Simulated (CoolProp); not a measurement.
Vapour-liquid equilibrium of p-xylene (1) + n-nonane (2) at 0.021 MPa; x and y are mole fractions of (1).

Computed with CoolProp (multi-fluid Helmholtz-energy mixture model, Zhou 2012 and Lemmon 2006; pair parameters Bell 2016).

```json
[
 {"x": "0.05", "bubble temperature, mixture model (K)": "?", "bubble temperature, Raoult's law (K)": "372.4", "y, mixture model": "0.079", "y, Raoult's law": "0.074"},
 {"x": "0.15", "bubble temperature, mixture model (K)": "?", "bubble temperature, Raoult's law (K)": "371.0", "y, mixture model": "0.220", "y, Raoult's law": "0.213"},
 {"x": "0.25", "bubble temperature, mixture model (K)": "369.2", "bubble temperature, Raoult's law (K)": "369.6", "y, mixture model": "?", "y, Raoult's law": "0.339"},
 {"x": "0.35", "bubble temperature, mixture model (K)": "367.9", "bubble temperature, Raoult's law (K)": "368.3", "y, mixture model": "0.454", "y, Raoult's law": "0.454"},
 {"x": "0.45", "bubble temperature, mixture model (K)": "366.7", "bubble temperature, Raoult's law (K)": "367.1", "y, mixture model": "0.555", "y, Raoult's law": "0.559"},
 {"x": "0.55", "bubble temperature, mixture model (K)": "365.6", "bubble temperature, Raoult's law (K)": "365.9", "y, mixture model": "0.649", "y, Raoult's law": "0.655"},
 {"x": "0.65", "bubble temperature, mixture model (K)": "364.5", "bubble temperature, Raoult's law (K)": "364.8", "y, mixture model": "?", "y, Raoult's law": "0.743"},
 {"x": "0.75", "bubble temperature, mixture model (K)": "363.5", "bubble temperature, Raoult's law (K)": "363.7", "y, mixture model": "?", "y, Raoult's law": "0.824"},
 {"x": "0.85", "bubble temperature, mixture model (K)": "362.5", "bubble temperature, Raoult's law (K)": "362.6", "y, mixture model": "0.894", "y, Raoult's law": "0.899"},
 {"x": "0.95", "bubble temperature, mixture model (K)": "361.5", "bubble temperature, Raoult's law (K)": "361.5", "y, mixture model": "?", "y, Raoult's law": "0.968"}
]
```

### Question
Complete the blanks.

### Answer

- 0.05, bubble temperature, mixture model (K): 372.2
- 0.15, bubble temperature, mixture model (K): 370.6
- 0.25, y, mixture model: 0.344
- 0.65, y, mixture model: 0.736
- 0.75, y, mixture model: 0.818
- 0.95, y, mixture model: 0.966

The largest gap from Raoult's law is -0.4 K in bubble temperature, at x = 0.35. No azeotrope shows between x = 0.05 and 0.95.

Pair parameters are fitted to limited data, so mixtures are less certain than the pure fluids.
